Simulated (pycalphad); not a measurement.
Source of the numbers: pycalphad with the COST 507 light-alloy database (1999); pressure 1 atm. The data set is of 1999 and partly superseded. Amounts are mole fractions of atoms.

Problem. Give the equilibrium state of Hf-24.22C (at.%) at 2700 K.

Solution. fcc, fraction 0.653, with 33.7 C at.%; liquid, fraction 0.347, with 6.4 C at.%.

Problem. Give the equilibrium state of Hf-24.22C (at.%) at 1800 K.

Solution. fcc, fraction 0.607, with 35.8 C at.%; hcp, fraction 0.393, with 6.3 C at.%.

The fcc model also describes the rock-salt carbide or nitride (TiC, TiN, HfC).
